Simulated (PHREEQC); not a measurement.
Solution (20 °C): 0.0043 mol/kgw CaSO4, 3.6e-05 mol/kgw CO2 and 1.7 mol/kgw NaCl. Closed to the air; pH follows from the charge balance.

Model: ion-association model, phreeqc.dat, run in PHREEQC.

No solid was allowed to form.

**Question.** What pH does the model give?

**Answer.** pH 5.29.

**Question.** In which forms is C present?

**Answer.** CO2 80 %, HCO3- 15 %, NaHCO3 4.8 % of the C.

The ionic strength is past about 0.7 mol/kgw, beyond the range of this activity model, so the values are rough. Complexes and solids missing from the database can't appear.
